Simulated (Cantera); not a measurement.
## Stirred combustor or abatement burner

A perfectly stirred reactor is fed with CO : H₂ : O₂ : N₂ = 1 : 0.58 : 0.527 : 5.79 (molar parts), at 2630 Torr; it is adiabatic with a 550 K inlet, and is followed from long to short residence time, starting on the burning branch (τ in s: 0.049, 0.022, 0.0099, 0.0045, 0.002, 0.00091, 0.00041, 0.00019, 8.4e-05).

Computed with Cantera and GRI-Mech 3.0 (53 species, 325 reactions). The hydrogen kinetics of GRI-Mech 3.0 are dated; newer H2 mechanisms differ, most at raised pressure.

```json
[
 {"τ (s)": "0.049", "T (K)": "1624", "x CO": "0.0567", "x H₂": "0.0145", "x O₂": "8.69e-5", "x H": "0.000717", "x CO₂": "0.0789", "x NO": "4.51e-6", "x H₂O": "0.0637"},
 {"τ (s)": "0.022", "T (K)": "1621", "x CO": "0.0567", "x H₂": "0.0144", "x O₂": "0.000140", "x H": "0.00106", "x CO₂": "0.0788", "x NO": "6.24e-6", "x H₂O": "0.0636"},
 {"τ (s)": "0.0099", "T (K)": "1616", "x CO": "0.0568", "x H₂": "0.0143", "x O₂": "0.000231", "x H": "0.00155", "x CO₂": "0.0787", "x NO": "8.59e-6", "x H₂O": "0.0633"},
 {"τ (s)": "0.0045", "T (K)": "1608", "x CO": "0.0570", "x H₂": "0.0142", "x O₂": "0.000389", "x H": "0.00224", "x CO₂": "0.0785", "x NO": "1.16e-5", "x H₂O": "0.0630"},
 {"τ (s)": "0.0020", "T (K)": "1595", "x CO": "0.0573", "x H₂": "0.0140", "x O₂": "0.000683", "x H": "0.00323", "x CO₂": "0.0780", "x NO": "1.54e-5", "x H₂O": "0.0626"},
 {"τ (s)": "0.00091", "T (K)": "1576", "x CO": "0.0581", "x H₂": "0.0138", "x O₂": "0.00121", "x H": "0.00454", "x CO₂": "0.0770", "x NO": "1.92e-5", "x H₂O": "0.0619"},
 {"τ (s)": "0.00041", "T (K)": "1546", "x CO": "0.0598", "x H₂": "0.0135", "x O₂": "0.00221", "x H": "0.00619", "x CO₂": "0.0750", "x NO": "2.21e-5", "x H₂O": "0.0611"},
 {"τ (s)": "0.00019", "T (K)": "1500", "x CO": "0.0635", "x H₂": "0.0130", "x O₂": "0.00412", "x H": "0.00781", "x CO₂": "0.0708", "x NO": "2.21e-5", "x H₂O": "0.0604"},
 {"τ (s)": "8.4e-5", "T (K)": "1413", "x CO": "0.0736", "x H₂": "0.0128", "x O₂": "0.00905", "x H": "0.00822", "x CO₂": "0.0600", "x NO": "1.51e-5", "x H₂O": "0.0599"}
]
```
x: mole fraction; the columns are a selection and need not sum to one.
